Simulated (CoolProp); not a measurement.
Vapour-liquid equilibrium of propane (1) + R236EA (2) at 759 kPa; x and y are mole fractions of (1).

Computed with CoolProp (multi-fluid Helmholtz-energy mixture model, Lemmon 2009 and Rui 2013; pair parameters Bell 2016).

```csv
x,"bubble temperature, mixture model (K)","bubble temperature, Raoult's law (K)","y, mixture model","y, Raoult's law"
0.05,330.8,337.5,0.253,0.152
0.15,313.9,329.6,(withheld),0.388
0.25,(withheld),322.6,(withheld),0.557
0.35,298.9,316.4,0.756,0.680
0.45,(withheld),311.0,(withheld),0.772
0.55,294.2,306.1,0.813,0.840
0.65,292.8,301.7,0.835,0.893
0.75,291.5,297.8,(withheld),0.933
0.85,(withheld),294.3,(withheld),0.965
0.95,289.6,291.0,0.956,0.989
```

**Question.** Fill in the missing entries.

**Answer.** 
- 0.15, y, mixture model: 0.559
- 0.25, bubble temperature, mixture model (K): 304.1
- 0.25, y, mixture model: 0.693
- 0.45, bubble temperature, mixture model (K): 296.0
- 0.45, y, mixture model: 0.790
- 0.75, y, mixture model: 0.860
- 0.85, bubble temperature, mixture model (K): 290.4
- 0.85, y, mixture model: 0.897

The largest gap from Raoult's law is -18.5 K in bubble temperature, at x = 0.25. No azeotrope shows between x = 0.05 and 0.95.

The pair parameters rest on a limited set of measurements; away from them the model extrapolates. With so large a gap from Raoult's law the liquid may split in two, which this calculation doesn't test in full.
